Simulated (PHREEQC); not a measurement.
**Metal-bearing waste water (model solution)**

A solution holds 32 mmol/kgw FeCl3, 2.5 mmol/kgw CuCl2 and 0.068 mmol/kgw HCl, at 85 °C. Closed to the air; pH follows from the charge balance.

Model: ion-association model, wateq4f.dat, run in PHREEQC.

Each row changes one thing in this solution. This is a speciation only: nothing precipitates in the calculation.

```
case                                            pH  ionic strength (mol/kgw)  Cl- (mol/kgw)  FeCl+2 (mol/kgw)  FeOH+2 (mol/kgw)  Fe2(OH)2+4 (mol/kgw)  SI of Goethite (FeOOH)  SI of Hematite (Fe2O3)
--------------------------------------------  ----  ------------------------  -------------  ----------------  ----------------  --------------------  ----------------------  ----------------------
as made                                       1.83                     0.142         0.0884            0.0109           0.00969               0.00381                   +4.80                  +11.85
diluted 100-fold with water                   3.26                   0.00111        0.00101                 ?           7.02e-5               2.37e-8                   +5.99                  +14.21
CuCl2 left out                                   ?                     0.138         0.0849            0.0107           0.00979               0.00383                   +4.80                  +11.85
CuCl2 replaced by FeCl2 at the same molality  1.83                     0.144         0.0895            0.0109           0.00966               0.00381                   +4.80                  +11.84
FeCl3 from 0.032 to 0.048 mol/kgw             1.74                     0.205          0.126                 ?            0.0110               0.00554                   +4.62                  +11.48
temperature from 85 to 80 °C                  1.84                     0.143         0.0883            0.0110           0.00917               0.00383                   +4.77                  +11.77
diluted 5-fold with water                     2.25                    0.0272         0.0196          0.000459           0.00412              0.000251                   +5.50                  +13.24
FeCl3 from 0.032 to 0.0064 mol/kgw            2.25                    0.0322         0.0231          0.000517           0.00405              0.000270                       ?                  +13.21
```

Problem. Some entries are withheld; supply them.

Solution. 
- diluted 100-fold with water, FeCl+2 (mol/kgw): 4.48e-8
- CuCl2 left out, pH: 1.82
- FeCl3 from 0.032 to 0.048 mol/kgw, FeCl+2 (mol/kgw): 0.0206
- FeCl3 from 0.032 to 0.0064 mol/kgw, SI of Goethite (FeOOH): +5.49

Some of these states are supersaturated (in Hematite (slow to form), Goethite (slow to form), for instance). At this temperature some constants are extrapolated from 25 °C, and those without enthalpy data are left unchanged.
